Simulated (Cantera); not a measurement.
**SiO2 + H2 + N2 (hydrogen reduction and annealing atmospheres)**

Input: 1 mol SiO2, 1100 mol H2, 1.3 mol N2, held at 1648.15 K and 0.260 bar.

Method: chemical equilibrium by Gibbs-energy minimisation in Cantera with the NASA 1993 tables (ideal gas, pure condensed phases). Candidate condensed phases: H2O, Si, SiO2, Si2N2O, Si3N4; 35 gas species. The tables hold silica as quartz up to 1696 K and as liquid above; real silica turns to tridymite and cristobalite and melts near 1996 K. Equilibrium is a limit: real reactors are often held back by kinetics, nucleation or transport.

```yaml
x(H2): 0.998
x(N2): 0.00118
x(H2O): 0.000567
x(SiO): 0.000567
x(H): 0.000175
n(SiO2(β-quartz)): 0.376 mol
gas_amount: 1102 mol
log10 activity of Si(s) (absent): -3.22
```
